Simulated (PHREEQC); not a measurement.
Consider water at 20 °C with 0.04 mol/kgw Cu(NO3)2, 0.029 mol/kgw HNO3 and 0.14 mol/kgw Na2SO4. Closed to the air; pH follows from the charge balance.

All values are PHREEQC results (ion-association model, wateq4f.dat), not measurements.

The pH is 2.09, the ionic strength comes out as 0.412 mol/kgw and the activity of water is 0.991. The total alkalinity comes out as -29.0 meq/kg.

| species | molality | activity | log γ |
|---|---|---|---|
| Na+ | 0.257 | 0.184 | -0.145 |
| NO3- | 0.109 | 0.0689 | -0.199 |
| SO4-2 | 0.0802 | 0.0180 | -0.650 |
| NaSO4- | 0.0228 | 0.0160 | -0.152 |
| Cu+2 | 0.0215 | 0.00574 | -0.574 |
| HSO4- | 0.0186 | 0.0126 | -0.167 |
| CuSO4 | 0.0185 | 0.0203 | 0.041 |
| H+ | 0.0104 | 0.00805 | -0.112 |
| CuOH+ | 1.06e-8 | 7.06e-9 | -0.176 |

This is a speciation only: nothing precipitates in the calculation.
